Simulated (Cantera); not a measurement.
**Equilibrium for chemical vapour transport: Fe + Cl₂ + O₂**

A closed system holds: 1 mol Fe, 0.055 mol Cl₂, 2.5 mol O₂, held at 270000 Pa.

Equilibrium computed with Cantera from the NASA thermochemical tables; the gas is ideal and each condensed phase is pure. Candidate condensed phases: Fe, FeCl₂, FeCl₃, FeO, Fe₂O₃, Fe₃O₄; 13 gas species. Condensed phases not in the tables: FeOCl. Kinetics and transport are ignored.

```json
[
 {"T (K)": "898", "x O₂": "0.970", "x Cl₂": "0.0305", "x Cl": "7.57e-6", "x FeCl₃": "2.04e-6", "x FeCl₂": "5.58e-9", "x ClO": "1.03e-6", "n Fe₂O₃(s)": "0.500"},
 {"T (K)": "948", "x O₂": "0.970", "x Cl₂": "0.0305", "x Cl": "1.82e-5", "x FeCl₃": "5.76e-6", "x FeCl₂": "3.45e-8", "x ClO": "2.12e-6", "n Fe₂O₃(s)": "0.500"},
 {"T (K)": "998", "x O₂": "0.970", "x Cl₂": "0.0304", "x Cl": "4.00e-5", "x FeCl₃": "1.45e-5", "x FeCl₂": "1.76e-7", "x ClO": "4.05e-6", "n Fe₂O₃(s)": "0.500"},
 {"T (K)": "1048", "x O₂": "0.970", "x Cl₂": "0.0304", "x Cl": "8.18e-5", "x FeCl₃": "3.33e-5", "x FeCl₂": "7.61e-7", "x ClO": "7.26e-6", "n Fe₂O₃(s)": "0.500"},
 {"T (K)": "1098", "x O₂": "0.969", "x Cl₂": "0.0303", "x Cl": "0.000157", "x FeCl₃": "7.02e-5", "x FeCl₂": "2.86e-6", "x ClO": "1.23e-5", "n Fe₂O₃(s)": "0.500"},
 {"T (K)": "1148", "x O₂": "0.969", "x Cl₂": "0.0301", "x Cl": "0.000283", "x FeCl₃": "0.000137", "x FeCl₂": "9.51e-6", "x ClO": "2.00e-5", "n Fe₂O₃(s)": "0.500"},
 {"T (K)": "1198", "x O₂": "0.969", "x Cl₂": "0.0298", "x Cl": "0.000486", "x FeCl₃": "0.000252", "x FeCl₂": "2.83e-5", "x ClO": "3.11e-5", "n Fe₂O₃(s)": "0.500"},
 {"T (K)": "1248", "x O₂": "0.969", "x Cl₂": "0.0293", "x Cl": "0.000797", "x FeCl₃": "0.000432", "x FeCl₂": "7.64e-5", "x ClO": "4.64e-5", "n Fe₂O₃(s)": "0.500"},
 {"T (K)": "1298", "x O₂": "0.969", "x Cl₂": "0.0285", "x Cl": "0.00125", "x FeCl₃": "0.000698", "x FeCl₂": "0.000188", "x ClO": "6.69e-5", "n Fe₂O₃(s)": "0.499"},
 {"T (K)": "1348", "x O₂": "0.969", "x Cl₂": "0.0274", "x Cl": "0.00189", "x FeCl₃": "0.00106", "x FeCl₂": "0.000426", "x ClO": "9.31e-5", "n Fe₂O₃(s)": "0.499"},
 {"T (K)": "1398", "x O₂": "0.969", "x Cl₂": "0.0258", "x Cl": "0.00274", "x FeCl₃": "0.00150", "x FeCl₂": "0.000885", "x ClO": "0.000125", "n Fe₂O₃(s)": "0.498"},
 {"T (K)": "1448", "x O₂": "0.969", "x Cl₂": "0.0237", "x Cl": "0.00381", "x FeCl₃": "0.00199", "x FeCl₂": "0.00169", "x ClO": "0.000162", "n Fe₂O₃(s)": "0.497"}
]
```
x: gas mole fraction; n: condensed amount in mol.

From 898 K to 1448 K the condensed part is Fe₂O₃(s). The main Fe-bearing gas is FeCl₃ throughout.
